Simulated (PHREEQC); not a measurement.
Make-up at 20 °C: 0.28 mol/kgw Na3PO4 and 0.0017 mol/kgw RbCl. Closed to the air; pH follows from the charge balance.

Equilibrium calculation in PHREEQC: ion-association model, wateq4f.dat.

Q: The ionic strength comes out as 1.61 mol/kgw. What activity coefficients do Na+, Cl-, OH-, HPO4-2, NaHPO4- get?

A: Na+ 0.76, Cl- 0.58, OH- 0.55, HPO4-2 0.15, NaHPO4- 0.63.

No solid was allowed to form. Caution: at this ionic strength the ion-association model is outside its range; a Pitzer model would be the better tool where its parameters exist. Species that the database lacks are ignored. H3PO4, which wateq4f.dat lacks, is added to it with the constant of phreeqc.dat.
